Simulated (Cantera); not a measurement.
Thermodynamics of silicon carbide growth, feed SiH2Cl2 + CH4 + H2

Feed: 1 mol SiH2Cl2, 0.13 mol CH4, 350 mol H2, at 0.00133 bar.

These are equilibrium values from Cantera (NASA tables, ideal gas, pure condensed phases), not measurements of a reactor. Candidate condensed phases: C, C6H6, C7H8, C8H18, Si, SiC; 109 gas species. Mutual solubility and eutectic melting of coexisting phases are not modelled. The tables' values for SiCl are old estimates; treat these amounts as uncertain. Gases not in the tables: Si2H6 and higher silanes. Rates play no part.

| T (K) | log p H2 | log p H | log p HCl | log p Si | log p Cl | log p C2H2 (acetylene) | log p SiCl2 | n Si(s) | n SiC(s) | n Si(l) |
|---|---|---|---|---|---|---|---|---|---|---|
| 1498 | -2.88 | -6.20 | -5.14 | -8.00 | -8.56 | -12.21 | -6.89 | 0.832 | 0.130 | 0 |
| 1548 | -2.88 | -5.95 | -5.14 | -7.50 | -8.31 | -11.80 | -6.87 | 0.824 | 0.130 | 0 |
| 1598 | -2.88 | -5.71 | -5.14 | -7.03 | -8.07 | -11.41 | -6.86 | 0.803 | 0.130 | 0 |
| 1648 | -2.88 | -5.49 | -5.14 | -6.59 | -7.86 | -11.05 | -6.85 | 0.753 | 0.130 | 0 |
| 1698 | -2.88 | -5.28 | -5.14 | -6.18 | -7.65 | -10.69 | -6.85 | 0 | 0.129 | 0.635 |
| 1748 | -2.88 | -5.08 | -5.14 | -5.84 | -7.46 | -10.28 | -6.88 | 0 | 0.127 | 0.405 |
| 1798 | -2.88 | -4.89 | -5.14 | -5.54 | -7.27 | -9.83 | -6.94 | 0 | 0.122 | 0 |
| 1848 | -2.88 | -4.72 | -5.14 | -5.53 | -7.09 | -8.88 | -7.25 | 0 | 0.118 | 0 |
| 1898 | -2.89 | -4.55 | -5.14 | -5.52 | -6.92 | -7.97 | -7.56 | 0 | 0.109 | 0 |
| 1948 | -2.89 | -4.39 | -5.14 | -5.50 | -6.77 | -7.13 | -7.85 | 0 | 0.0650 | 0 |
| 1998 | -2.90 | -4.24 | -5.15 | -5.47 | -6.62 | -6.74 | -8.11 | 0 | 0 | 0 |
| 2048 | -2.91 | -4.10 | -5.16 | -5.46 | -6.48 | -6.71 | -8.39 | 0 | 0 | 0 |
| 2098 | -2.92 | -3.97 | -5.17 | -5.46 | -6.36 | -6.70 | -8.67 | 0 | 0 | 0 |
log p: log10 of the partial pressure in bar; n: condensed amount in mol.

From 1498 K to 1648 K the condensed part is Si(s) + SiC(s). From 1698 K to 1748 K the condensed part is Si(l) + SiC(s). From 1798 K to 1948 K the condensed part is SiC(s). From 1998 K to 2098 K nothing is condensed. The main Si-bearing gas is SiCl2 at 1498 K and Si at 2098 K.
